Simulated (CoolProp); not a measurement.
A closed Brayton cycle with carbon dioxide: compressor inlet 321.15 K and 7.9 MPa, high pressure 19.2 MPa, turbine inlet 895 K, compressor efficiency 0.8, turbine efficiency 0.9, recuperator effectiveness 0.9 (on enthalpy, no pinch check). Each further row changes one setting.

Values from CoolProp's reference Helmholtz-energy equation of state, Span 1996.

| case | thermal efficiency (%) | net work (kJ/kg) | compressor to turbine work | compressor exit (K) | turbine exit (K) |
|---|---|---|---|---|---|
| as stated | … | 81.9 | 0.36 | 396.1 | 783.3 |
| turbine inlet 845 K | 32.2 | 74.1 | … | 396.1 | … |
| compressor inlet 331.15 K | … | 75.7 | 0.41 | 412.0 | 783.3 |
| high pressure 16.3 MPa | 32.0 | 69.4 | 0.34 | 381.8 | … |
| recuperator effectiveness 0.5 | 19.4 | 81.9 | 0.36 | 396.1 | 783.3 |

Question: Complete the blanks.

Answer: 
- as stated, thermal efficiency (%): 33.7
- turbine inlet 845 K, compressor to turbine work: 0.38
- turbine inlet 845 K, turbine exit (K): 737.3
- compressor inlet 331.15 K, thermal efficiency (%): 32.6
- high pressure 16.3 MPa, turbine exit (K): 803.3
